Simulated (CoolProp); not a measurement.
A single-stage vapour-compression cycle with R410A: evaporating at 218.15 K (dew point), condensing at 287.15 K (bubble point), superheat 5 K, subcooling 8 K, compressor efficiency 0.75, no pressure losses. Each further row changes one setting.

Model: reference Helmholtz-energy equation of state, Lemmon 2003, in CoolProp. It is a pseudo-pure fit of the blend.

```
case                              cooling COP  pressure ratio  discharge temperature (K)  refrigerating effect (kJ/kg)  volumetric capacity (kJ/m³)
--------------------------------  -----------  --------------  -------------------------  ----------------------------  ---------------------------
as stated                                1.80            14.6                      366.2                           192                          654
evaporating temperature 223.15 K         2.04            11.3                      358.0                           195                          845
condensing temperature 282.15 K          2.00            12.6                      357.7                           200                          680
subcooling 13 K                          1.87            14.6                      366.2                           200                          680
superheat 15 K                           1.78            14.6                      379.2                           200                          647
compressor efficiency 0.65               1.56            14.6                      382.6                           192                          654
```
